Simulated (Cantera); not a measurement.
Charge: 1 mol Si, a varied amount of HCl, equilibrated at 598.15 K and 26.0 mbar.

Cantera equilibrium calculation (NASA polynomials, part measured and part estimated; ideal gas, pure solids and liquids). Candidate condensed phases: Si; 19 gas species. Equilibrium is a limit: real reactors are often held back by kinetics, nucleation or transport.

### Question
Which condensed phases are stable at each of these points (n(HCl) (mol)): 2.9, 3.9, 5.1, 6.9, 9.2, 12, 16, 22, 29?

### Answer
```
n(HCl) (mol)  condensed phases  Si condensed (%)
------------  ----------------  ----------------
2.9                      Si(s)              24.7
3.9                   gas only               0.0
5.1                   gas only               0.0
6.9                   gas only               0.0
9.2                   gas only               0.0
12                    gas only               0.0
16                    gas only               0.0
22                    gas only               0.0
29                    gas only               0.0
```

At 2.9 mol HCl the condensed part is Si(s). From 3.9 mol HCl to 29 mol HCl nothing is condensed.
